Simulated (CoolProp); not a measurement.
Model: reference Helmholtz-energy equation of state, Lemmon 2006, in CoolProp. It is a short technical equation, of lower accuracy than the large ones.

Q: Give the vapour pressure (bar), enthalpy of vaporisation (kJ/kg), liquid cp (kJ/(kg K)), surface tension (mN/m) of saturated C2F6 (R116) at 252.1 K.

A: 
```csv
T (K),p (bar),enthalpy of vaporisation (kJ/kg),liquid cp (kJ/(kg K)),surface tension (mN/m)
252.1,10.1,84.3,1.17,3.79
```

Surface tension comes from a separate correlation (Mulero 2012).
